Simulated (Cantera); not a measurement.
Standard-state values (1 bar) from the NASA 1993 polynomials, evaluated with Cantera. Values are per mole of reaction as written; species without (g) are pure solids or liquids, kept so even where they would boil at 1 bar.

### Question
Between 1348 and 2148 K, where is each reaction favourable under standard conditions?
- 6 SiO(g) + 8 NO2(g) ⇌ 11 O2(g) + 2 Si3N4

### Answer
- 6 SiO(g) + 8 NO2(g) ⇌ 11 O2(g) + 2 Si3N4: ΔG° is -251 kJ at 1348 K and 237 kJ at 2148 K; it changes sign between 1748 and 1948 K. ΔH° is -1028 kJ and ΔS° -589 J/K at 2148 K.
